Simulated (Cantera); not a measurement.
A perfectly stirred reactor is fed with CH4 : N2 = 1 : 160 (molar parts), at 0.000296 atm; it is held at 2023 K, and followed from long to short residence time.

Model: GRI-Mech 3.0 (53 species, 325 reactions), integrated in Cantera. GRI-Mech 3.0 stops at C3 and has no aromatics, soot or wall deposition, so with more carbon than oxygen in the feed, carbon stays in small species such as C2H2 where larger ones or solid carbon would form. Radical loss at walls, strong at low pressure, is not modelled.

Task: What does this change do: N2 160 to 350 parts?

Result: 
| quantity | before | after |
|---|---|---|
| x(CH4) at τ = 2.60 s | 0.00206 | 0.00104 |
| x(H) at τ = 2.60 s | 0.000101 | 6.11e-5 |
| x(CH2) at τ = 2.60 s | 5.27e-6 | 3.66e-6 |
| x(C2H) at τ = 2.60 s | 6.33e-7 | 3.72e-7 |
| x(C2H6) at τ = 2.60 s | 3.30e-9 | 7.22e-10 |
| x(CH4) at τ = 29.0 ms | 0.00615 | 0.00283 |
| x(H) at τ = 29.0 ms | 7.86e-6 | 6.06e-6 |
| x(CH2) at τ = 29.0 ms | 7.48e-8 | 2.93e-8 |
| x(C2H) at τ = 29.0 ms | 1.04e-11 | 1.47e-12 |
| x(C2H6) at τ = 29.0 ms | 1.52e-11 | 2.12e-12 |
